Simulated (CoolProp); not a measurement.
Decamethyltetrasiloxane (MD2M) along the isotherm 600 K: density (kg/m³) from the reference equation and from simpler models built on Tc = 599.4 K, pc = 1144 kPa, ω = 0.635; each cubic takes its own stable root.

Values from CoolProp's reference Helmholtz-energy equation of state, Thol 2017.

| p (kPa) | phase | reference |
|---|---|---|
| 5.43 | gas | 0.3387 |
| 8.77 | gas | 0.5475 |
| 14.2 | gas | 0.8879 |
| 22.9 | gas | 1.435 |
| 37 | gas | 2.329 |
| 59.7 | gas | 3.782 |
| 96.5 | gas | 6.180 |
| 156 | gas | 10.17 |
| 252 | gas | 16.95 |
| 407 | gas | 28.94 |
| 657 | gas | 52.34 |
| 1060 | gas | 124.4 |
| 1720 | supercritical | 454.3 |

Question: How far does each simpler model (Redlich-Kwong, Soave-Redlich-Kwong) lie from the reference over these 13 states: mean and median of the absolute difference, and the worst?

Answer: 
- Redlich-Kwong: mean 1.7 %, median 0.2 %, worst -18.5 % at 600 K and 1720 kPa
- Soave-Redlich-Kwong: mean 1.8 %, median 0.2 %, worst -18.6 % at 600 K and 1720 kPa
